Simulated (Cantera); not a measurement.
Input: 1 mol SiH2Cl2, 0.22 mol NH3, 0.18 mol H2, at 1750 K and 40.0 Pa.

Cantera equilibrium calculation (NASA polynomials, part measured and part estimated; ideal gas, pure solids and liquids). Candidate condensed phases: NH4Cl, Si, Si3N4; 28 gas species. The tables' values for SiCl, SiCl3 are old estimates; treat these amounts as uncertain. The numbers say what is thermodynamically allowed, not how fast it happens.

Base state: H2 0.468, SiCl2 0.275, HCl 0.197, N2 0.0416, H 0.00796, Si 0.00375, Cl 0.00258, SiCl 0.00254 (mole fractions); condensed: Si(l).

Task: What changes in the equilibrium state with this change: SiH2Cl2 replaced by trisilylamine?

Result: 
| species | before | after |
|---|---|---|
| H2 | 0.468 | 0.878 |
| N2 | 0.0416 | 0.108 |
| H | 0.00796 | 0.0109 |
| SiCl2 | 0.275 | 0 |
| HCl | 0.197 | 0 |
| Si | 0.00375 | 0.00375 |
| Cl | 0.00258 | 0 |
| SiCl | 0.00254 | 0 |
| SiCl3 | 0.00100 | 0 |
| Si(l), mol | 0.252 | 2.98 |
The feed counts by its element totals alone. The tables' values for SiN are old estimates; treat these amounts as uncertain. Gases not in the tables: Si2H6 and higher silanes.

Task: What changes in the equilibrium state with this change: SiH2Cl2 replaced by SiHCl3?

Result: 
```
species      before    after
----------  -------  -------
SiCl2         0.275    0.374
HCl           0.197    0.370
H2            0.468    0.196
N2           0.0416   0.0418
Si2         1.94e-5  5.00e-7
Si2N        1.34e-5  3.46e-7
SiCl4       6.50e-6  7.46e-5
Si(l), mol    0.252        0
```
The tables' values for SiCl3, SiCl are old estimates; treat these amounts as uncertain.
